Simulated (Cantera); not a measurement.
Charge: 1 mol Cr, 4.6 mol H₂O, 72 mol H₂, equilibrated at 1525 °C and 2.60e-6 bar.

These are equilibrium values from Cantera (NASA tables, ideal gas, pure condensed phases), not measurements of a reactor. Candidate condensed phases: Cr, Cr₂O₃, H₂O; 13 gas species. Equilibrium is a limit: real reactors are often held back by kinetics, nucleation or transport.

Base state: H₂ 0.746, H 0.189, H₂O 0.0522, Cr 0.0112, OH 0.000868, CrO 0.000411, O 0.000170, CrO₂ 1.11e-5 (mole fractions); condensed: gas only.

Question: What changes in the equilibrium state with this change: pressure from 2.60e-6 bar to 0.590 bar?

Answer: 
| species | before | after |
|---|---|---|
| H₂ | 0.746 | 0.959 |
| H₂O | 0.0522 | 0.0405 |
| H | 0.189 | 0.000449 |
| Cr | 0.0112 | 9.10e-6 |
| O | 0.000170 | <1e-9 |
| CrO₂ | 1.11e-5 | 3.29e-9 |
| Cr₂O₃(s), mol | 0 | 0.500 |
